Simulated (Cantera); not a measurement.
# Premixed flame

A freely propagating, adiabatic, planar premixed flame of 10.2 % CH4, 0.459 % CO, 18.8 % O2, 70.5 % N2, unburnt at 373 K and 12000 Pa; multicomponent+Soret transport, grid criteria slope 0.08 and curve 0.16, no radiation.

Model: GRI-Mech 3.0 (53 species, 325 reactions), integrated in Cantera. Burning velocities carry a grid error of a few per cent, more on coarse grids.

```
z (mm)  T (K)  u (m/s)    x CH4     x CO    x O2   x H2O2       x H  x NO2
------  -----  -------  -------  -------  ------  -------  --------  -----
-7.34     373    0.858    0.102  0.00459   0.188    <1e-8     <1e-8  <1e-8
-4.89     373    0.859    0.102  0.00459   0.188  2.98e-8     <1e-8  <1e-8
-3.67     375    0.865    0.101  0.00462   0.187  3.41e-7   1.13e-8  <1e-8
-2.45     414    0.959   0.0976  0.00542   0.185  4.17e-6   5.25e-6  <1e-8
-1.22     829     1.95   0.0716   0.0190   0.155  4.59e-6  0.000503  <1e-8
-0.612   1264     3.03   0.0400   0.0399   0.111  2.79e-6   0.00192  <1e-8
0        1656     4.02   0.0104   0.0611  0.0618  6.47e-7   0.00596  <1e-8
0.612    1817     4.43  0.00101   0.0633  0.0321  1.11e-7    0.0113  <1e-8
1.22     1850     4.50  5.18e-5   0.0556  0.0209  6.02e-8    0.0145  <1e-8
2.45     1870     4.52  1.12e-7   0.0455  0.0155  5.66e-8    0.0164  <1e-8
4.89     1890     4.56    <1e-8   0.0402  0.0138  5.15e-8    0.0164  <1e-8
9.79     1917     4.61    <1e-8   0.0390  0.0129  4.52e-8    0.0150  <1e-8
19.6     1958     4.70    <1e-8   0.0384  0.0117  3.73e-8    0.0128  <1e-8
```
x: mole fraction of selected species; z is measured from the peak of heat release.

```json
{
  "laminar_burning_velocity": "85.7 cm/s",
  "thermal_thickness": "2.45 mm",
  "peak x(H2O2)": "6.09e-6",
  "peak x(H)": "0.0166",
  "grid_points": "169"
}
```
